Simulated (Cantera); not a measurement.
Input (Python, Cantera):

```python
import numpy as np
import cantera as ct

gas = ct.Solution("gri30.yaml")
gas.TPX = 1773, 18000, {'CH4': 1, 'H2O': 0.9}
reactor = ct.IdealGasConstPressureReactor(gas, energy="off", clone=False)
net = ct.ReactorNet([reactor])
net.rtol, net.atol = 1e-08, 1e-18
show = ['CH4', 'H2O', 'C2H6', 'O2', 'C2H4', 'HCO', 'CO2']
times = np.geomspace(0.0002, 200, 14)

steps = ct.SolutionArray(gas, extra=["t"])
rows = []
print(f"{'t/s':>10s}{'T/K':>9s}{'P/Pa':>11s}" + "".join(f"{s:>11s}" for s in show))
for t in times:
    while net.time < t:
        t_next = net.step()
        steps.append(gas.state, t=t_next)
    rows.append([np.interp(t, steps.t, y) for y in (steps.T, steps.P, *steps(*show).X.T)])
    print(f"{t:10.3e}{rows[-1][0]:9.1f}{rows[-1][1]:11.4g}" + "".join(f"{x:11.3e}" for x in rows[-1][2:]))
rate = np.gradient(steps.T, steps.t)
print("integrator steps:", len(steps.t))
if steps.T.max() > steps.T[0] + 200:
    print(f"time of steepest temperature rise: {steps.t[rate.argmax()]:.4e} s")
gas.TPX = 1773, 18000, {'CH4': 1, 'H2O': 0.9}
gas.equilibrate("TP")
print(f"equilibrium (TP): T = {gas.T:.1f} K  " + "  ".join(f"{s} {gas[s].X[0]:.3e}" for s in show))
```

It prints:

```
       t/s      T/K       P/Pa        CH4        H2O       C2H6         O2       C2H4        HCO        CO2
 2.000e-04   1773.0    1.8e+04  5.190e-01  4.724e-01  3.583e-04  1.903e-11  8.007e-04  7.643e-09  3.484e-10
 5.789e-04   1773.0    1.8e+04  4.855e-01  4.657e-01  1.585e-03  4.634e-10  9.363e-03  9.228e-08  1.272e-07
 1.675e-03   1773.0    1.8e+04  3.588e-01  4.289e-01  1.198e-03  2.339e-09  2.171e-02  1.158e-07  5.862e-06
 4.849e-03   1773.0    1.8e+04  2.107e-01  3.747e-01  3.572e-04  2.041e-09  6.418e-03  6.067e-08  5.700e-05
 1.403e-02   1773.0    1.8e+04  9.958e-02  3.309e-01  8.545e-05  1.105e-09  1.569e-03  3.323e-08  4.040e-04
 4.062e-02   1773.0    1.8e+04  4.040e-02  2.900e-01  1.648e-05  8.876e-10  5.922e-04  1.847e-08  2.110e-03
 1.176e-01   1773.0    1.8e+04  2.281e-02  2.330e-01  5.267e-06  6.201e-10  4.222e-04  1.295e-08  5.630e-03
 3.403e-01   1773.0    1.8e+04  1.654e-02  1.565e-01  2.388e-06  2.810e-10  3.121e-04  1.158e-08  7.305e-03
 9.848e-01   1773.0    1.8e+04  1.016e-02  8.348e-02  7.991e-07  8.578e-11  1.957e-04  1.234e-08  5.498e-03
 2.850e+00   1773.0    1.8e+04  5.145e-03  3.381e-02  1.953e-07  1.557e-11  1.090e-04  1.406e-08  2.631e-03
 8.249e+00   1773.0    1.8e+04  2.279e-03  8.896e-03  4.053e-08  1.156e-12  6.377e-05  1.535e-08  7.429e-04
 2.388e+01   1773.0    1.8e+04  1.083e-03  7.581e-04  1.185e-08  8.611e-15  4.915e-05  1.585e-08  6.466e-05
 6.910e+01   1773.0    1.8e+04  9.280e-04  2.307e-06  9.643e-09  8.521e-20  4.786e-05  1.590e-08  1.970e-07
 2.000e+02   1773.0    1.8e+04  9.277e-04  9.330e-07  9.639e-09  1.523e-20  4.786e-05  1.590e-08  7.962e-08
integrator steps: 2021
equilibrium (TP): T = 1773.0 K  CH4 9.277e-04  H2O 9.382e-07  C2H6 9.639e-09  O2 1.539e-20  C2H4 4.786e-05  HCO 1.590e-08  CO2 8.006e-08
```

Model: GRI-Mech 3.0 (53 species, 325 reactions), integrated in Cantera.
